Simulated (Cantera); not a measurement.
Mixture: 16.6 % CH₄, 17.5 % O₂, 65.9 % N₂, at 480000 Pa, adiabatic and at constant pressure. Ignition delay is the time to a rise of 400 K.

Cantera simulation using GRI-Mech 3.0 (53 species, 325 reactions); the numbers are that mechanism's predictions, not measurements.

### Question
Predict: delay at 1200 K; delay at 1300 K; delay at 1400 K; delay at 1500 K; apparent activation energy between 1450 and 1550 K.

### Answer
```
Property                                                Result
--------------------------------------------------  ----------
delay at 1200 K                                        14.9 ms
delay at 1300 K                                        4.29 ms
delay at 1400 K                                        1.37 ms
delay at 1500 K                                       0.471 ms
apparent activation energy between 1450 and 1550 K  190 kJ/mol
```
